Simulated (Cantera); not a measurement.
A freely propagating, adiabatic, planar premixed flame of 48.6 % H₂, 13.5 % O₂, 37.9 % N₂, unburnt at 500 K and 1.01 bar; mixture-averaged transport, grid criteria slope 0.08 and curve 0.16, no radiation.

Cantera simulation using the H2/O2 subset of GRI-Mech 3.0, which has no nitrogen chemistry; the numbers are that mechanism's predictions, not measurements. Burning velocities carry a grid error of a few per cent, more on coarse grids.

x: mole fraction of selected species; z is measured from the peak of heat release.

```json
[
 {"z (mm)": "-1.19", "T (K)": "500", "u (m/s)": "8.25", "x H₂": "0.486", "x O₂": "0.135", "x H₂O": "<1e-8", "x HO₂": "<1e-8", "x O": "<1e-8", "x OH": "<1e-8"},
 {"z (mm)": "-0.793", "T (K)": "500", "u (m/s)": "8.25", "x H₂": "0.486", "x O₂": "0.135", "x H₂O": "<1e-8", "x HO₂": "<1e-8", "x O": "<1e-8", "x OH": "<1e-8"},
 {"z (mm)": "-0.594", "T (K)": "500", "u (m/s)": "8.25", "x H₂": "0.486", "x O₂": "0.135", "x H₂O": "<1e-8", "x HO₂": "<1e-8", "x O": "<1e-8", "x OH": "<1e-8"},
 {"z (mm)": "-0.396", "T (K)": "500", "u (m/s)": "8.25", "x H₂": "0.486", "x O₂": "0.135", "x H₂O": "3.25e-8", "x HO₂": "9.67e-8", "x O": "<1e-8", "x OH": "<1e-8"},
 {"z (mm)": "-0.198", "T (K)": "516", "u (m/s)": "8.48", "x H₂": "0.483", "x O₂": "0.135", "x H₂O": "0.000477", "x HO₂": "0.000246", "x O": "6.52e-6", "x OH": "(withheld)"},
 {"z (mm)": "-0.0991", "T (K)": "778", "u (m/s)": "12.4", "x H₂": "0.447", "x O₂": "0.129", "x H₂O": "0.0216", "x HO₂": "0.000224", "x O": "0.000334", "x OH": "(withheld)"},
 {"z (mm)": "0", "T (K)": "1250", "u (m/s)": "19.3", "x H₂": "0.325", "x O₂": "0.0849", "x H₂O": "0.119", "x HO₂": "8.39e-5", "x O": "0.00451", "x OH": "(withheld)"},
 {"z (mm)": "0.0991", "T (K)": "1560", "u (m/s)": "23.9", "x H₂": "0.217", "x O₂": "0.0221", "x H₂O": "0.237", "x HO₂": "2.12e-5", "x O": "0.00576", "x OH": "(withheld)"},
 {"z (mm)": "0.198", "T (K)": "1692", "u (m/s)": "25.8", "x H₂": "0.194", "x O₂": "0.00548", "x H₂O": "0.270", "x HO₂": "5.05e-6", "x O": "0.00420", "x OH": "(withheld)"},
 {"z (mm)": "0.396", "T (K)": "1824", "u (m/s)": "27.5", "x H₂": "0.198", "x O₂": "0.00219", "x H₂O": "0.279", "x HO₂": "1.94e-6", "x O": "0.00338", "x OH": "0.00920"},
 {"z (mm)": "0.793", "T (K)": "1964", "u (m/s)": "29.3", "x H₂": "0.208", "x O₂": "0.00154", "x H₂O": "0.284", "x HO₂": "1.30e-6", "x O": "0.00259", "x OH": "0.00961"},
 {"z (mm)": "1.59", "T (K)": "2104", "u (m/s)": "31.1", "x H₂": "0.218", "x O₂": "0.000987", "x H₂O": "0.289", "x HO₂": "8.35e-7", "x O": "0.00172", "x OH": "0.00914"},
 {"z (mm)": "3.17", "T (K)": "2229", "u (m/s)": "32.6", "x H₂": "0.226", "x O₂": "0.000549", "x H₂O": "0.295", "x HO₂": "4.95e-7", "x O": "0.000986", "x OH": "(withheld)"}
]
```

**Question.** Fill in the missing entries.

**Answer.** 
- -0.198, x OH: 5.02e-5
- -0.0991, x OH: 0.000937
- 0, x OH: 0.00319
- 0.0991, x OH: 0.00683
- 0.198, x OH: 0.00815
- 3.17, x OH: 0.00781
